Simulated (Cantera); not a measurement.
What does this Cantera script print?

```python
import numpy as np
import cantera as ct

gas_names = """
    H H2 N NH NH2 NH3 N2 N2H2 N2H4 Si SiH SiH2 SiH3 SiH4 SiN Si2 Si2N Si3
""".split()
cond_names = """
    Si(cr) Si(L) Si3N4(a)
""".split()


def load(file, names, dense=False):
    # The tables refer to 1 bar. Condensed volumes are neglected.
    table = {s.name: s for s in ct.Species.list_from_file(file)}
    out = []
    for n in names:
        d = dict(table[n].input_data)
        d["thermo"] = dict(d["thermo"], **{"reference-pressure": 1e5})
        if dense:
            d["equation-of-state"] = {"model": "constant-volume", "density": "1e6 g/cm^3"}
        out.append(ct.Species.from_dict(d))
    return out


gas = ct.Solution(thermo="ideal-gas", species=load("nasa_gas.yaml", gas_names))
cond = {s.name: ct.Solution(thermo="fixed-stoichiometry", species=[s], name=s.name)
        for s in load("nasa_condensed.yaml", cond_names, dense=True)}
atoms = {
    'SiH4': {'Si': 1, 'H': 4},
    'NH3': {'N': 1, 'H': 3},
    'H2': {'H': 2},
}
top_T = {'Si3N4(a)': 2400}  # K; cautious upper limits of use, not melting points


def equilibrate(T, P, feed):
    n = {}
    for name, mol in feed.items():
        for a, k in atoms[name].items():
            n[a] = n.get(a, 0.0) + k * mol
    gas.TPX = T, P, n
    mass = sum(n.values()) * gas.mean_molecular_weight
    gas.equilibrate("TP")
    valid = [c for c in cond.values() if c.min_temp <= T <= top_T.get(c.name, c.max_temp)]
    mix = ct.Mixture([(gas, mass / gas.mean_molecular_weight)] + [(c, 0.0) for c in valid])
    mix.T, mix.P = T, P
    mix.equilibrate("TP", solver="vcs", rtol=1e-11, max_steps=5000)
    return mix


results = []
feed = {'SiH4': 1, 'NH3': 0.23, 'H2': 4.9}  # mol
T = 1200  # K
P = 100000  # Pa
mix = equilibrate(T, P, feed)
results.append((T, P, feed, dict(zip(mix.species_names, mix.species_moles))))
x = sorted(zip(gas.X, gas.species_names), reverse=True)
print(f"T = {T:g} K  P = {P:g} Pa  gas = {mix.phase_moles(0):.4g} mol")
print("   x: " + "  ".join(f"{s} {v:.3e}" for v, s in x if v > 1e-06))
print("   condensed (mol): " + ("  ".join(f"{mix.phase(i).name} {mix.phase_moles(i):.4g}"
      for i in range(1, mix.n_phases) if mix.phase_moles(i) > 1e-12) or "none"))
```

It prints:

```
T = 1200 K  P = 100000 Pa  gas = 7.245 mol
   x: H2 1.000e+00
   condensed (mol): Si(cr) 0.8275  Si3N4(a) 0.0575
```

Cantera equilibrium calculation (NASA polynomials, part measured and part estimated; ideal gas, pure solids and liquids). Mutual solubility and eutectic melting of coexisting phases are not modelled.
